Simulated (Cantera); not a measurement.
A closed system holds: 1 mol Si, 0.27 mol H2O, 4.7 mol N2, equilibrated at 4.30 Pa.

Equilibrium computed with Cantera from the NASA thermochemical tables; the gas is ideal and each condensed phase is pure. Candidate condensed phases: H2O, Si, SiO2, Si2N2O, Si3N4; 35 gas species. Equilibrium is a limit: real reactors are often held back by kinetics, nucleation or transport.

Task: Which condensed phases are stable at each of these points (T (K)): 1625, 1675, 1725, 1775, 1825, 1875, 1925?

Result: 
```
T (K)  condensed phases  Si condensed (%)
-----  ----------------  ----------------
1625              Si(s)              70.9
1675              Si(s)              67.5
1725              Si(l)              59.9
1775              Si(l)              43.8
1825              Si(l)               8.7
1875           gas only               0.0
1925           gas only               0.0
```

From 1625 K to 1675 K the condensed part is Si(s). From 1725 K to 1825 K the condensed part is Si(l). From 1875 K to 1925 K nothing is condensed.
